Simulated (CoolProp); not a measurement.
R21 along the isobar 2.58 MPa: density (kg/m³) from the reference equation and from simpler models built on Tc = 452.7 K, pc = 5.289 MPa, ω = 0.206; each cubic takes its own stable root.

Model: reference Helmholtz-energy equation of state, Platzer 1990, in CoolProp. This equation is an older, rougher fit; its heat capacities, sound speeds and derivatives of the liquid may be far off and weren't checked against measurements.

```tsv
T (K)	phase	reference	van der Waals	Peng-Robinson
309.9	liquid	1346	846.7	1427
328	liquid	1300	817.8	1374
346.2	liquid	1250	785.3	1315
364.3	liquid	1196	747.9	1246
382.4	liquid	1135	118.5	1166
400.5	liquid	1061	106.2	1065
418.6	gas	106.1	97.18	106.7
436.8	gas	94.69	90.03	95.99
454.9	gas	86.62	84.17	88.11
473	gas	80.38	79.22	81.86
```

At some of these states van der Waals gives the other phase, because its saturation line lies elsewhere.
